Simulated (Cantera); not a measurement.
A freely propagating, adiabatic, planar premixed flame of H2 : O2 : N2 : H2O = 1 : 0.962 : 4.13 : 0.17 (molar parts), unburnt at 423 K and 200000 Pa; mixture-averaged transport, grid criteria slope 0.08 and curve 0.16, no radiation.

Detailed kinetics in Cantera: the H2/O2 subset of GRI-Mech 3.0, which has no nitrogen chemistry. Burning velocities carry a grid error of a few per cent, more on coarse grids. Lean hydrogen flames are cellular in practice and burn faster than this planar one.

Problem. Predict: laminar burning velocity; thermal thickness; peak x(H2O2); peak x(O); peak x(HO2).

Solution. 
* **laminar burning velocity**: 43.1 cm/s
* **thermal thickness**: 0.283 mm
* **peak x(H2O2)**: 0.000115
* **peak x(O)**: 0.00143
* **peak x(HO2)**: 0.000334
